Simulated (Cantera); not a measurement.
Cantera with NASA thermochemical tables; ideal gases at 1 bar, condensed phases pure. Values are per mole of reaction as written; species without (g) are pure solids or liquids, kept so even where they would boil at 1 bar.

### Question
Between 1425 and 2325 K, where is each reaction favourable under standard conditions?
- 2 B + 2 H2O(g) → B2O2(g) + 4 H(g)
- 3 B2O2(g) → 2 B + 2 B2O3(g)

### Answer
- 2 B + 2 H2O(g) → B2O2(g) + 4 H(g): ΔG° is 410 kJ at 1425 K and 75 kJ at 2325 K; it stays positive (K < 1). ΔH° is 943 kJ and ΔS° 373 J/K at 2325 K.
- 3 B2O2(g) → 2 B + 2 B2O3(g): ΔG° is -90 kJ at 1425 K and 40 kJ at 2325 K; it changes sign between 2025 and 2125 K. ΔH° is -287 kJ and ΔS° -141 J/K at 2325 K.
